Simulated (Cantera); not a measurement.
An isothermal, constant-pressure homogeneous reactor starts with 97.0 % N2O, 3.01 % H2O, at 1325 K and 1.01 bar.

Detailed kinetics in Cantera: GRI-Mech 3.0 (53 species, 325 reactions). GRI-Mech 3.0 was tuned for natural gas; its chemistry of N2O as a main component is partial and can be far from experiment. The mechanism lacks the step 2 NO + O2 → 2 NO2, which can matter for NO2 below about 1400 K. The temperature is held fixed by assumption; the heat of reaction is taken as removed at once.

Task: Predict: x(N2O) at 200 s; x(H2O) at 200 s; x(O2) at 200 s; x(H2) at 200 s; x(NO2) at 200 s; x(NO) at 200 s.

Result: 
```json
{
  "x(N2O) at 200 s": "1.17e-6 (gas-phase equilibrium 3.18e-8)",
  "x(H2O) at 200 s": "0.0203 (gas-phase equilibrium 0.0202)",
  "x(O2) at 200 s": "0.292 (gas-phase equilibrium 0.326)",
  "x(H2) at 200 s": "5.03e-9 (gas-phase equilibrium 4.75e-9)",
  "x(NO2) at 200 s": "0.000778 (gas-phase equilibrium 6.50e-6)",
  "x(NO) at 200 s": "0.0670 (gas-phase equilibrium 0.000530)"
}
```
